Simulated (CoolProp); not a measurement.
The fluoroketone C6F12O (FK-5-1-12) along the isobar 1980 kPa: density (kg/m³) from the reference equation and from simpler models built on Tc = 441.8 K, pc = 1869 kPa, ω = 0.471; each cubic takes its own stable root.

Model: reference Helmholtz-energy equation of state, McLinden 2015, in CoolProp.

| T (K) | phase | reference | van der Waals | Redlich-Kwong | Soave-Redlich-Kwong |
|---|---|---|---|---|---|
| 324.9 | liquid | 1531 | 923.6 | 1313 | ___ |
| 331.4 | liquid | 1510 | 912.5 | 1292 | 1384 |
| 338 | liquid | 1488 | 900.9 | ___ | 1363 |
| 344.5 | liquid | 1467 | 889.0 | 1249 | 1341 |
| 351 | liquid | 1444 | 876.7 | 1226 | 1317 |
| 357.6 | liquid | 1421 | 863.7 | 1202 | 1293 |
| 364.1 | liquid | 1397 | 850.4 | 1178 | 1267 |
| 370.7 | liquid | 1372 | ___ | 1151 | 1239 |
| 377.2 | liquid | 1346 | 821.6 | ___ | 1210 |
| 383.7 | liquid | 1318 | 806.2 | ___ | 1179 |
| 390.3 | liquid | ___ | 789.5 | ___ | 1146 |

Q: What belongs in the gaps?

A: 
- 324.9, Soave-Redlich-Kwong: 1404
- 338, Redlich-Kwong: 1271
- 370.7, van der Waals: 836.2
- 377.2, Redlich-Kwong: 1124
- 383.7, Redlich-Kwong: 1096
- 390.3, reference: 1289
- 390.3, Redlich-Kwong: 1066
